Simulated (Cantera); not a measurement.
A perfectly stirred reactor is fed with CH4 : H2 : CO2 = 0.024 : 1 : 0.0045 (molar parts), at 0.0320 bar; it is held at 2200 K, and followed from long to short residence time.

Cantera simulation using GRI-Mech 3.0 (53 species, 325 reactions); the numbers are that mechanism's predictions, not measurements. GRI-Mech 3.0 stops at C3 and has no aromatics, soot or wall deposition, so with more carbon than oxygen in the feed, carbon stays in small species such as C2H2 where larger ones or solid carbon would form. Radical loss at walls, strong at low pressure, is not modelled.

x: mole fraction; the columns are a selection and need not sum to one.

```
τ (s)       x CH4   x H2    x CO2    x CH2    x CH2O
-------  --------  -----  -------  -------  --------
12        7.20e-5  0.952        ?  1.98e-6  1.37e-10
3.8      0.000134  0.953        ?  3.38e-6  2.90e-10
1.2      0.000271  0.955        ?  5.68e-6   1.17e-9
0.40     0.000574  0.958        ?  8.92e-6   5.35e-9
0.13      0.00129  0.961        ?  1.34e-5   2.03e-8
0.042     0.00290  0.963        ?  1.91e-5   5.20e-8
0.014     0.00611  0.964        ?  2.45e-5   9.54e-8
0.0044     0.0119  0.964        ?  2.60e-5   1.45e-7
0.0014     0.0185  0.966        ?  1.65e-5   1.62e-7
0.00046    0.0220  0.969  0.00400  3.91e-6   8.74e-8
0.00015    0.0229  0.971        ?  5.01e-7   2.07e-8
```

Question: Fill in the missing entries.

Answer: 
- 12, x CO2: 1.96e-7
- 3.8, x CO2: 6.42e-7
- 1.2, x CO2: 2.19e-6
- 0.40, x CO2: 7.22e-6
- 0.13, x CO2: 2.44e-5
- 0.042, x CO2: 8.55e-5
- 0.014, x CO2: 0.000295
- 0.0044, x CO2: 0.00101
- 0.0014, x CO2: 0.00262
- 0.00015, x CO2: 0.00433
